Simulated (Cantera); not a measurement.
A diamond (100) surface in a fixed gas of H2 with x(CH4) = 0.0089, x(H) = 0.0054, x(CH3) = 0.00086, at 1400 K; coverages are run to steady state.

Cantera simulation using the Harris–Goodwin 1993 mechanism for the reconstructed diamond (100) surface; the numbers are that mechanism's predictions, not measurements.

One state of this run: growth (µm/h) = 1.92; θ c6HH = 0.341; θ c6H* = 0.0592; θ c6*H = 0.542; θ c6** = 0.0567; θ c6HM = 9.44e-5. θ: site fractions in the mechanism's names (c6HH fully hydrogenated, c6H* and c6*H radical sites, c6** diradical, c6HM methylated).

Q: Which value of P (Pa) does it belong to?
A) 7900
B) 1700
C) 590
D) 22000

A: B, 1700
